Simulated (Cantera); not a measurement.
A closed system holds: 1 mol Al, 17 mol NH3, 12 mol H2, at 477 °C and 1000 Pa.

These are equilibrium values from Cantera (NASA tables, ideal gas, pure condensed phases), not measurements of a reactor. Candidate condensed phases: Al, AlN; 13 gas species. Equilibrium is a limit: real reactors are often held back by kinetics, nucleation or transport.

Base state: H2 0.824, N2 0.176, NH3 1.60e-5 (mole fractions); condensed: AlN(s).

Task: What changes in the equilibrium state with this change: NH3 from 17 to 1.8 mol?

Result: 
| species | before | after |
|---|---|---|
| H2 | 0.824 | 0.974 |
| N2 | 0.176 | 0.0265 |
| NH3 | 1.60e-5 | 7.99e-6 |
| AlN(s), mol | 1.00 | 1.00 |
